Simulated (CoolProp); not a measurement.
Values from CoolProp's reference Helmholtz-energy equation of state, Lemmon 2006. It is a short technical equation, of lower accuracy than the large ones.

For carbon monoxide, give the phase and the Z, cv (kJ/(kg K)), speed of sound (m/s), Joule-Thomson coefficient (K/MPa) at -198.55 °C and 777 kPa; -198.55 °C and 1170 kPa.


- -198.55 °C and 777 kPa: liquid; Z 0.0425, cv 1.20, speed of sound 942, Joule-Thomson coefficient -0.356
- -198.55 °C and 1170 kPa: liquid; Z 0.0640, cv 1.20, speed of sound 945, Joule-Thomson coefficient -0.357
